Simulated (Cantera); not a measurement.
## Thermodynamics of chemical vapour transport, feed Al + H2O + O2

Charge: 1 mol Al, 1.2 mol H2O, 0.1 mol O2, at 1673 K and 1000 Pa.

Method: chemical equilibrium by Gibbs-energy minimisation in Cantera with the NASA 1993 tables (ideal gas, pure condensed phases). Candidate condensed phases: Al, Al2O3, H2O; 19 gas species. Mutual solubility and eutectic melting of coexisting phases are not modelled. Equilibrium is a limit: real reactors are often held back by kinetics, nucleation or transport.

```
Quantity          Value
-----------  ----------
x(H2)             0.960
x(Al2O)          0.0205
x(Al)            0.0169
x(H)            0.00112
x(AlH)          0.00109
x(Al2)          6.63e-6
x(AlOH)         5.16e-6
n(Al(l))     0.0101 mol
n(Al2O3(s))   0.458 mol
gas amount    1.248 mol
```
